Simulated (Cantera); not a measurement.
## Stirred combustor or abatement burner

A perfectly stirred reactor is fed with CH4 : H2 : O2 : N2 = 1 : 0.31 : 1.44 : 5.4 (molar parts), equivalence ratio 1.5, at 1500000 Pa; it is adiabatic with a 475 K inlet, and is followed from long to short residence time, starting on the burning branch (τ in s: 0.022, 0.0087, 0.0035, 0.0014, 0.00055, 0.00022, 8.8e-05, 3.5e-05, 1.4e-05, 5.6e-06).

Cantera simulation using GRI-Mech 3.0 (53 species, 325 reactions); the numbers are that mechanism's predictions, not measurements. The pressure lies above the range GRI-Mech 3.0 was tuned for (to about 10 atm).

```json
[
 {"τ (s)": "0.022", "T (K)": "2073", "x CH4": "0.00160", "x H2": "0.0796", "x O2": "0.000128", "x C2H6": "4.52e-7", "x OH": "5.57e-5", "x HCO": "8.69e-8", "x H": "0.000213"},
 {"τ (s)": "0.0087", "T (K)": "2078", "x CH4": "0.00273", "x H2": "0.0753", "x O2": "0.000304", "x C2H6": "1.48e-6", "x OH": "6.32e-5", "x HCO": "1.02e-7", "x H": "0.000223"},
 {"τ (s)": "0.0035", "T (K)": "2082", "x CH4": "0.00414", "x H2": "0.0697", "x O2": "0.000699", "x C2H6": "4.07e-6", "x OH": "7.46e-5", "x HCO": "1.34e-7", "x H": "0.000237"},
 {"τ (s)": "0.0014", "T (K)": "2082", "x CH4": "0.00585", "x H2": "0.0634", "x O2": "0.00159", "x C2H6": "1.03e-5", "x OH": "9.02e-5", "x HCO": "2.04e-7", "x H": "0.000254"},
 {"τ (s)": "0.00055", "T (K)": "2069", "x CH4": "0.00801", "x H2": "0.0571", "x O2": "0.00363", "x C2H6": "2.63e-5", "x OH": "0.000109", "x HCO": "3.65e-7", "x H": "0.000270"},
 {"τ (s)": "0.00022", "T (K)": "2027", "x CH4": "0.0112", "x H2": "0.0516", "x O2": "0.00846", "x C2H6": "7.47e-5", "x OH": "0.000121", "x HCO": "7.34e-7", "x H": "0.000272"},
 {"τ (s)": "8.8e-5", "T (K)": "475", "x CH4": "0.123", "x H2": "0.0380", "x O2": "0.177", "x C2H6": "<1e-12", "x OH": "<1e-12", "x HCO": "<1e-12", "x H": "<1e-12"},
 {"τ (s)": "3.5e-5", "T (K)": "475", "x CH4": "0.123", "x H2": "0.0380", "x O2": "0.177", "x C2H6": "<1e-12", "x OH": "<1e-12", "x HCO": "<1e-12", "x H": "<1e-12"},
 {"τ (s)": "1.4e-5", "T (K)": "475", "x CH4": "0.123", "x H2": "0.0380", "x O2": "0.177", "x C2H6": "<1e-12", "x OH": "<1e-12", "x HCO": "<1e-12", "x H": "<1e-12"},
 {"τ (s)": "5.6e-6", "T (K)": "475", "x CH4": "0.123", "x H2": "0.0380", "x O2": "0.177", "x C2H6": "<1e-12", "x OH": "<1e-12", "x HCO": "<1e-12", "x H": "<1e-12"}
]
```
x: mole fraction; the columns are a selection and need not sum to one.
